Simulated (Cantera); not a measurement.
Mixture: CO : H2 : CH4 : O2 : N2 = 1 : 0.16 : 0.13 : 0.4 : 1.5 (molar parts), equivalence ratio 2.1, at 760 Torr, adiabatic and at constant pressure. Ignition delay is the time to a rise of 400 K.

Computed with Cantera and GRI-Mech 3.0 (53 species, 325 reactions).

**Question.** What does this change do: 0.015 parts C2H6 added?

**Answer.** 
```tsv
quantity	before	after
delay at 1175 K	0.921 ms	1.01 ms
delay at 1325 K	0.291 ms	0.304 ms
delay at 1475 K	0.120 ms	0.110 ms
delay at 1625 K	61.7 µs	47.5 µs
delay at 1775 K	35.8 µs	24.2 µs
apparent activation energy between 1625 and 1775 K	87 kJ/mol	110 kJ/mol
```

**Question.** What does this change do: H2 0.16 to 0.09 parts?

**Answer.** 
| quantity | before | after |
|---|---|---|
| delay at 1175 K | 0.921 ms | 1.65 ms |
| delay at 1325 K | 0.291 ms | 0.506 ms |
| delay at 1475 K | 0.120 ms | 0.196 ms |
| delay at 1625 K | 61.7 µs | 94.2 µs |
| delay at 1775 K | 35.8 µs | 51.2 µs |
| apparent activation energy between 1625 and 1775 K | 87 kJ/mol | 97 kJ/mol |
